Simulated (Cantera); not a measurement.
An isothermal, constant-pressure homogeneous reactor starts with 5.88 % C2H4, 94.1 % H2, at 1825 K and 0.0267 bar.

Model: GRI-Mech 3.0 (53 species, 325 reactions), integrated in Cantera. GRI-Mech 3.0 was tuned for natural gas; its chemistry of ethylene as a main component is partial and can be far from experiment. GRI-Mech 3.0 stops at C3 and has no aromatics, soot or wall deposition, so with more carbon than oxygen in the feed, carbon stays in small species such as C2H2 where larger ones or solid carbon would form. Radical loss at walls, strong at low pressure, is not modelled.

x: mole fraction; the columns are a selection and need not sum to one.

```
t (s)      x C2H4   x H2    x CH3       x H    x CH4
--------  -------  -----  -------  --------  -------
0.000300   0.0563  0.941  6.75e-9   1.04e-5        …
0.000591   0.0539  0.941  1.09e-8   2.03e-5        …
0.00117    0.0493  0.942  1.72e-8   3.88e-5        …
0.00230    0.0407  0.942  2.62e-8   7.00e-5        …
0.00453    0.0267  0.943  3.56e-8  0.000111        …
0.00892    0.0106  0.944  4.52e-8  0.000158        …
0.0176    0.00133  0.944  6.92e-8  0.000248  1.25e-5
0.0346    4.35e-5  0.944  1.35e-7  0.000482  1.31e-5
0.0683    3.34e-5  0.944  2.68e-7  0.000937  1.34e-5
0.135     2.98e-5  0.943  5.16e-7   0.00164        …
0.265     2.79e-5  0.942  9.65e-7   0.00235        …
0.523     2.73e-5  0.942  1.73e-6   0.00262        …
1.03      2.72e-5  0.942  3.08e-6   0.00264        …
2.03      2.72e-5  0.942  5.58e-6   0.00264        …
4.00      2.72e-5  0.942  9.57e-6   0.00264        …
```

**Question.** Fill in the missing entries.

**Answer.** 
- 0.000300, x CH4: 5.73e-8
- 0.000591, x CH4: 2.00e-7
- 0.00117, x CH4: 6.40e-7
- 0.00230, x CH4: 1.91e-6
- 0.00453, x CH4: 4.89e-6
- 0.00892, x CH4: 9.32e-6
- 0.135, x CH4: 1.47e-5
- 0.265, x CH4: 1.93e-5
- 0.523, x CH4: 3.09e-5
- 1.03, x CH4: 5.47e-5
- 2.03, x CH4: 9.90e-5
- 4.00, x CH4: 0.000170
